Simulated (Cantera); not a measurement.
Feed: 1 mol CuO, 790 mol H2, 0.042 mol H2O, held at 13.3 mbar.

Cantera equilibrium calculation (NASA polynomials, part measured and part estimated; ideal gas, pure solids and liquids). Candidate condensed phases: Cu, CuO, Cu(OH)2, Cu2O, H2O; 12 gas species. The numbers say what is thermodynamically allowed, not how fast it happens. All values below are at 1175 °C.

Base state: H2 0.998, H2O 0.00132, Cu 0.000249, H 7.98e-5 (mole fractions); condensed: Cu(l).

Problem. What changes in the equilibrium state with this change: CuO replaced by SiO2?

Solution. 
| species | before | after |
|---|---|---|
| H2 | 0.998 | 1.000 |
| H2O | 0.00132 | 0.000193 |
| SiO | 0 | 0.000140 |
| Cu | 0.000249 | 0 |
| H | 7.98e-5 | 7.98e-5 |
| Cu(l), mol | 0.803 | 0 |
| SiO2(β-quartz), mol | 0 | 0.889 |
The tables hold silica as quartz up to 1696 K and as liquid above; real silica turns to tridymite and cristobalite and melts near 1996 K. Further candidate phases: Si, SiO2.
